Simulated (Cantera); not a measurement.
Input (Python, Cantera):

```python
import numpy as np
import cantera as ct

gas = ct.Solution("gri30.yaml")
gas.TPX = 1225, 32000, {'N2O': 1, 'N2': 0.1}
inlet = ct.Reservoir(gas, clone=True)

reactor = ct.IdealGasConstPressureReactor(gas, energy="off", clone=False)
exhaust = ct.Reservoir(gas, clone=True)
tau = [20, 5.4, 1.5, 0.42, 0.12, 0.032, 0.0089, 0.0025, 0.00069, 0.00019][0]
for a, b in ((inlet, reactor), (reactor, exhaust)):
    ct.MassFlowController(a, b, mdot=lambda t: reactor.mass / tau)
net = ct.ReactorNet([reactor])
show = ['N2O', 'NO2', 'N2', 'NO', 'O', 'O2']

rows = []
print(f"{'tau/s':>10s}{'T/K':>9s}" + "".join(f"{s:>11s}" for s in show))
for tau in [20, 5.4, 1.5, 0.42, 0.12, 0.032, 0.0089, 0.0025, 0.00069, 0.00019]:
    net.initial_time = 0.0
    net.advance(30 * tau)
    before = gas.X
    net.advance(40 * tau)
    drift = np.max(np.abs(gas.X - before) / (gas.X + 1e-9))
    rows.append([gas.T, *gas[show].X, drift])
    print(f"{tau:10.3e}{gas.T:9.1f}" + "".join(f"{x:11.3e}" for x in gas[show].X))
```

It prints:

```
     tau/s      T/K        N2O        NO2         N2         NO          O         O2
 2.000e+01   1225.0  1.111e-01  1.703e-04  5.909e-01  4.727e-02  1.580e-06  2.505e-01
 5.400e+00   1225.0  2.853e-01  1.540e-04  4.783e-01  4.396e-02  2.120e-06  1.923e-01
 1.500e+00   1225.0  5.514e-01  9.240e-05  3.120e-01  2.720e-02  2.444e-06  1.093e-01
 4.200e-01   1225.0  7.663e-01  3.579e-05  1.790e-01  1.115e-02  2.574e-06  4.347e-02
 1.200e-01   1225.0  8.628e-01  1.008e-05  1.195e-01  3.647e-03  2.615e-06  1.408e-02
 3.200e-02   1225.0  8.962e-01  1.844e-06  9.883e-02  1.015e-03  2.626e-06  3.907e-03
 8.900e-03   1225.0  9.055e-01  2.343e-07  9.314e-02  2.855e-04  2.625e-06  1.097e-03
 2.500e-03   1225.0  9.081e-01  2.221e-08  9.153e-02  8.004e-05  2.611e-06  3.074e-04
 6.900e-04   1225.0  9.088e-01  1.733e-09  9.108e-02  2.169e-05  2.561e-06  8.328e-05
 1.900e-04   1225.0  9.090e-01  1.169e-10  9.095e-02  5.586e-06  2.394e-06  2.144e-05
```

Cantera simulation using GRI-Mech 3.0 (53 species, 325 reactions); the numbers are that mechanism's predictions, not measurements. GRI-Mech 3.0 was tuned for natural gas; its chemistry of N2O as a main component is partial and can be far from experiment. The mechanism lacks the step 2 NO + O2 → 2 NO2, which can matter for NO2 below about 1400 K. The temperature is held fixed by assumption; the heat of reaction is taken as removed at once.
